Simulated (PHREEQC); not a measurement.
A PHREEQC speciation (ion-association model, phreeqc.dat) at 50 °C gives pH 2.96 and these molalities:

```
species   mol/kgw
-------  --------
HF        0.00239
H+        0.00113
F-       0.000955
H4SiO4   0.000468
SiF6-2    8.22e-5
HF2-      9.91e-6
```

What are the element totals, and what could have been dissolved in 1 kg of water to give them?

One answer among several that fit: totals F 0.00386, Si 0.000550 mol/kgw, from 0.00056 mol HF and 0.00055 mol H2SiF6 per kg of water.

This is a speciation only: nothing precipitates in the calculation. Examples of supersaturated solids here: Quartz (slow to form). Others may be too. At this temperature some constants are extrapolated from 25 °C, and those without enthalpy data are left unchanged. SiF6-2 is the database's only silicon fluoride.
